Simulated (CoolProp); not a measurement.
Aqueous potassium acetate as a coolant, at 7 °C, 1 atm.

Model: Melinder's fits for secondary coolants, in CoolProp.

```
mass %  freezing point (°C)  density (kg/m³)  Prandtl number  cp (kJ/(kg K))  conductivity (W/(m K))
------  -------------------  ---------------  --------------  --------------  ----------------------
2.6                    -0.9             1016            10.9           4.085                     ___
5.7                    -2.3             1033            11.6           3.962                   0.558
8.7                    -3.8             1048            12.3           3.853                   0.549
11.8                   -5.6             1063            13.2           3.748                   0.539
14.9                   -7.4             1079             ___             ___                   0.529
17.9                   -9.5             1094            15.2           3.556                   0.520
21                    -12.1             1111            16.5           3.464                   0.510
24                    -15.1             1128            17.9           3.376                   0.501
27.1                  -18.9             1146            19.8           3.286                   0.492
30.1                  -23.3             1164            21.9           3.200                   0.483
33.2                    ___             1182            24.6           3.112                   0.475
```

Question: What belongs in the gaps?

Answer: 
- 2.6, conductivity (W/(m K)): 0.568
- 14.9, Prandtl number: 14.1
- 14.9, cp (kJ/(kg K)): 3.649
- 33.2, freezing point (°C): -28.5
